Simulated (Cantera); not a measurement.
A closed system holds: 1 mol SiH₄, a varied amount of O₃, 1.4 mol N₂, equilibrated at 1602 °C and 1.00 bar.

Equilibrium computed with Cantera from the NASA thermochemical tables; the gas is ideal and each condensed phase is pure. Candidate condensed phases: H₂O, Si, SiO₂, Si₂N₂O, Si₃N₄; 35 gas species. Mutual solubility and eutectic melting of coexisting phases are not modelled. The tables hold silica as quartz up to 1696 K and as liquid above; real silica turns to tridymite and cristobalite and melts near 1996 K. Gases not in the tables: Si(OH)₄. The numbers say what is thermodynamically allowed, not how fast it happens.

x: gas mole fraction; n: condensed amount in mol.

```
n(O₃) (mol)     x O₂      x H₂     x H₂O   x N₂    x SiO      x NO     x OH  n SiO₂(condensed)  n Si₂N₂O(s)
-----------  -------  --------  --------  -----  -------  --------  -------  -----------------  -----------
0.45          <1e-12     0.620  0.000618  0.370  0.00894  8.34e-10  4.01e-8              0.556        0.208
0.63          <1e-12     0.587  0.000602  0.403  0.00869  8.96e-10  4.02e-8              0.915       0.0275
0.87         2.14e-9     0.408     0.179  0.412        …   3.87e-7  1.43e-5              1.000            0
1.2          1.78e-7     0.118     0.470  0.412        …   3.53e-6  7.01e-5              1.000            0
1.7            0.137  0.000144     0.505  0.353        …   0.00287  0.00215               1.00            0
2.3            0.296   7.95e-5     0.411  0.287        …   0.00380  0.00235               1.00            0
3.2            0.449   5.05e-5     0.321  0.224        …   0.00413  0.00231               1.00            0
4.4            0.572   3.47e-5     0.249  0.173  1.24e-9   0.00410  0.00216               1.00            0
6              0.670   2.46e-5     0.191  0.133  1.15e-9   0.00389  0.00197               1.00            0
```

Some entries are withheld; supply them.


- 0.87, x SiO: 2.03e-5
- 1.2, x SiO: 2.23e-6
- 1.7, x SiO: 2.53e-9
- 2.3, x SiO: 1.72e-9
- 3.2, x SiO: 1.40e-9
